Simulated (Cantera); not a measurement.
**Abatement and gas-phase synthesis: PH3 + H2O**

Charge: 1 mol PH3, 1.5 mol H2O, at 0.160 bar.

These are equilibrium values from Cantera (NASA tables, ideal gas, pure condensed phases), not measurements of a reactor. Candidate condensed phases: H2O, P, P4O10; 17 gas species. Gases not in the tables: HPO2, HPO3 and P4O6. Equilibrium is a limit: real reactors are often held back by kinetics, nucleation or transport.

From 2500 K to 3325 K nothing is condensed.

| T (K) | x H2 | x H | x PO | x H2O | x PO2 | x O | x OH | x P2 | x P |
|---|---|---|---|---|---|---|---|---|---|
| 2500 | 0.598 | 0.0486 | 0.181 | 0.118 | 0.0349 | 0.000106 | 0.00198 | 0.0141 | 0.00247 |
| 2575 | 0.587 | 0.0663 | 0.186 | 0.111 | 0.0329 | 0.000207 | 0.00282 | 0.0106 | 0.00304 |
| 2650 | 0.570 | 0.0885 | 0.189 | 0.104 | 0.0312 | 0.000393 | 0.00395 | 0.00785 | 0.00364 |
| 2725 | 0.549 | 0.116 | 0.191 | 0.0984 | 0.0295 | 0.000726 | 0.00543 | 0.00570 | 0.00425 |
| 2800 | 0.524 | 0.148 | 0.190 | 0.0924 | 0.0279 | 0.00130 | 0.00734 | 0.00409 | 0.00484 |
| 2875 | 0.493 | 0.186 | 0.188 | 0.0860 | 0.0264 | 0.00228 | 0.00972 | 0.00293 | 0.00543 |
| 2950 | 0.459 | 0.229 | 0.184 | 0.0788 | 0.0247 | 0.00386 | 0.0125 | 0.00211 | 0.00602 |
| 3025 | 0.420 | 0.276 | 0.179 | 0.0706 | 0.0228 | 0.00631 | 0.0157 | 0.00154 | 0.00664 |
| 3100 | 0.379 | 0.327 | 0.174 | 0.0614 | 0.0207 | 0.00994 | 0.0190 | 0.00116 | 0.00736 |
| 3175 | 0.335 | 0.380 | 0.167 | 0.0515 | 0.0183 | 0.0150 | 0.0220 | 0.000918 | 0.00824 |
| 3250 | 0.292 | 0.434 | 0.160 | 0.0412 | 0.0157 | 0.0215 | 0.0243 | 0.000766 | 0.00940 |
| 3325 | 0.249 | 0.485 | 0.153 | 0.0314 | 0.0131 | 0.0293 | 0.0254 | 0.000682 | 0.0110 |
x: gas mole fraction; nothing condenses.
